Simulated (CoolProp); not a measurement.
Vapour pressure (MPa) of ammonia: the reference equation beside estimates from Tc = 132.4 °C, pc = 11.36 MPa, ω = 0.256.

Model: reference Helmholtz-energy equation of state, Gao 2020, in CoolProp.

```json
[
 {"T (°C)": "-21.95", "reference": "0.1741", "Lee-Kesler": "0.1689", "Peng-Robinson": "0.1725"},
 {"T (°C)": "-11.45", "reference": "0.2739", "Lee-Kesler": "0.2691", "Peng-Robinson": "0.2719"},
 {"T (°C)": "-0.85", "reference": "0.4158", "Lee-Kesler": "0.4125", "Peng-Robinson": "0.4134"},
 {"T (°C)": "9.65", "reference": "0.6074", "Lee-Kesler": "0.6070", "Peng-Robinson": "0.6049"},
 {"T (°C)": "20.15", "reference": "0.8612", "Lee-Kesler": "0.8651", "Peng-Robinson": "0.8589"},
 {"T (°C)": "30.65", "reference": "1.189", "Lee-Kesler": "1.199", "Peng-Robinson": "1.188"},
 {"T (°C)": "41.25", "reference": "1.609", "Lee-Kesler": "1.624", "Peng-Robinson": "1.610"},
 {"T (°C)": "51.75", "reference": "2.127", "Lee-Kesler": "2.147", "Peng-Robinson": "2.130"}
]
```

Absolute difference from the reference over all 8 rows, mean and median: Lee-Kesler 1.1 and 0.9 %, Peng-Robinson 0.4 and 0.3 %.
